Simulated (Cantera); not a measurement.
Input: 1 mol C, 9.3 mol H2, held at 2648.15 K and 75.0 Torr.

Equilibrium computed with Cantera from the NASA thermochemical tables; the gas is ideal and each condensed phase is pure. Candidate condensed phases: C, C6H6, C7H8, C8H18; 76 gas species. Kinetics and transport are ignored.

Base state: H2 0.848, H 0.135, C2H2 (acetylene) 0.0165, C2H 0.000255, C4H2 0.000134, C3 4.36e-5, CH3 2.39e-5, C2H2 (vinylidene) 2.06e-5 (mole fractions); condensed: C(graphite).

Problem. What changes in the equilibrium state with this change: C replaced by CO?

Solution. 
```
species              before    after
-----------------  --------  -------
H2                    0.848    0.779
H                     0.135    0.130
CO                        0   0.0908
C2H2 (acetylene)     0.0165  3.69e-6
C4H2               0.000134    <1e-9
C3                  4.36e-5    <1e-9
C2H2 (vinylidene)   2.06e-5  4.61e-9
C(graphite), mol      0.657        0
```
Further candidate phases: H2O.

Problem. What changes in the equilibrium state with this change: temperature from 2648.15 K to 673.15 K?

Solution. 
```csv
species,before,after
H2,0.848,0.880
CH4,8.61e-6,0.120
H,0.135,<1e-9
C2H2 (acetylene),0.0165,<1e-9
C2H,0.000255,<1e-9
C4H2,0.000134,<1e-9
C3,4.36e-5,<1e-9
CH3,2.39e-5,<1e-9
C2H2 (vinylidene),2.06e-5,<1e-9
"C(graphite), mol",0.657,0
```

Problem. What changes in the equilibrium state with this change: temperature from 2648.15 K to 1175 K?

Solution. 
| species | before | after |
|---|---|---|
| H2 | 0.848 | 0.998 |
| CH4 | 8.61e-6 | 0.00191 |
| H | 0.135 | 3.87e-7 |
| C2H2 (acetylene) | 0.0165 | 6.36e-8 |
| C2H | 0.000255 | <1e-9 |
| C4H2 | 0.000134 | <1e-9 |
| C3 | 4.36e-5 | <1e-9 |
| C(graphite), mol | 0.657 | 0.982 |
